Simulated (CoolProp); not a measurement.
Vapour pressure (MPa) of propylene: the reference equation beside estimates from Tc = 364.2 K, pc = 4.555 MPa, ω = 0.146.

Computed with CoolProp (reference Helmholtz-energy equation of state, Lemmon 2013).

```json
[
 {"T (K)": "289.3", "reference": "0.9197", "Lee-Kesler": "0.9229", "Redlich-Kwong": "1.065", "Soave-Redlich-Kwong": "0.9281", "Peng-Robinson": "0.9186"},
 {"T (K)": "293.4", "reference": "1.024", "Lee-Kesler": "1.027", "Redlich-Kwong": "1.177", "Soave-Redlich-Kwong": "1.034", "Peng-Robinson": "1.023"},
 {"T (K)": "297.4", "reference": "1.133", "Lee-Kesler": "1.137", "Redlich-Kwong": "1.294", "Soave-Redlich-Kwong": "1.145", "Peng-Robinson": "1.133"},
 {"T (K)": "301.5", "reference": "1.254", "Lee-Kesler": "1.257", "Redlich-Kwong": "1.421", "Soave-Redlich-Kwong": "1.268", "Peng-Robinson": "1.254"},
 {"T (K)": "305.5", "reference": "1.380", "Lee-Kesler": "1.384", "Redlich-Kwong": "1.554", "Soave-Redlich-Kwong": "1.397", "Peng-Robinson": "1.382"},
 {"T (K)": "309.5", "reference": "1.516", "Lee-Kesler": "1.519", "Redlich-Kwong": "1.695", "Soave-Redlich-Kwong": "1.536", "Peng-Robinson": "1.519"},
 {"T (K)": "313.6", "reference": "1.665", "Lee-Kesler": "1.668", "Redlich-Kwong": "1.848", "Soave-Redlich-Kwong": "1.687", "Peng-Robinson": "1.669"},
 {"T (K)": "317.6", "reference": "1.821", "Lee-Kesler": "1.823", "Redlich-Kwong": "2.007", "Soave-Redlich-Kwong": "1.846", "Peng-Robinson": "1.826"},
 {"T (K)": "321.7", "reference": "1.991", "Lee-Kesler": "1.993", "Redlich-Kwong": "2.178", "Soave-Redlich-Kwong": "2.018", "Peng-Robinson": "1.998"},
 {"T (K)": "325.7", "reference": "2.168", "Lee-Kesler": "2.170", "Redlich-Kwong": "2.354", "Soave-Redlich-Kwong": "2.198", "Peng-Robinson": "2.177"},
 {"T (K)": "329.8", "reference": "2.361", "Lee-Kesler": "2.363", "Redlich-Kwong": "2.545", "Soave-Redlich-Kwong": "2.394", "Peng-Robinson": "2.372"},
 {"T (K)": "333.8", "reference": "2.562", "Lee-Kesler": "2.563", "Redlich-Kwong": "2.740", "Soave-Redlich-Kwong": "2.596", "Peng-Robinson": "2.574"},
 {"T (K)": "337.8", "reference": "2.775", "Lee-Kesler": "2.776", "Redlich-Kwong": "2.945", "Soave-Redlich-Kwong": "2.811", "Peng-Robinson": "2.789"}
]
```

Absolute difference from the reference over all 13 rows, mean and median: Lee-Kesler 0.2 and 0.2 %, Redlich-Kwong 11.0 and 11.0 %, Soave-Redlich-Kwong 1.2 and 1.3 %, Peng-Robinson 0.3 and 0.2 %.
